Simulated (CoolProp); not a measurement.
A single-stage vapour-compression cycle with dimethyl carbonate: evaporating at 321.15 K (dew point), condensing at 379.15 K (bubble point), superheat 8 K, subcooling 8 K, compressor efficiency 0.75, no pressure losses. Each further row changes one setting.

The numbers come from the reference Helmholtz-energy equation of state, Zhou 2011 in CoolProp.

```json
[
 {"case": "as stated", "cooling COP": "3.65", "pressure ratio": "7.67", "discharge temperature (K)": "396.5", "refrigerating effect (kJ/kg)": "318", "volumetric capacity (kJ/m³)": "226"},
 {"case": "evaporating temperature 326.15 K", "cooling COP": "4.12", "pressure ratio": "[?]", "discharge temperature (K)": "[?]", "refrigerating effect (kJ/kg)": "324", "volumetric capacity (kJ/m³)": "[?]"},
 {"case": "condensing temperature 374.15 K", "cooling COP": "4.07", "pressure ratio": "6.63", "discharge temperature (K)": "391.5", "refrigerating effect (kJ/kg)": "328", "volumetric capacity (kJ/m³)": "233"},
 {"case": "subcooling 13 K", "cooling COP": "3.76", "pressure ratio": "7.67", "discharge temperature (K)": "396.5", "refrigerating effect (kJ/kg)": "328", "volumetric capacity (kJ/m³)": "233"},
 {"case": "superheat 18 K", "cooling COP": "[?]", "pressure ratio": "7.67", "discharge temperature (K)": "407.0", "refrigerating effect (kJ/kg)": "331", "volumetric capacity (kJ/m³)": "228"},
 {"case": "compressor efficiency 0.65", "cooling COP": "3.16", "pressure ratio": "7.67", "discharge temperature (K)": "[?]", "refrigerating effect (kJ/kg)": "318", "volumetric capacity (kJ/m³)": "226"}
]
```

Q: Fill in the missing entries.

A: 
- evaporating temperature 326.15 K, pressure ratio: 6.22
- evaporating temperature 326.15 K, discharge temperature (K): 394.8
- evaporating temperature 326.15 K, volumetric capacity (kJ/m³): 280
- superheat 18 K, cooling COP: 3.68
- compressor efficiency 0.65, discharge temperature (K): 405.6
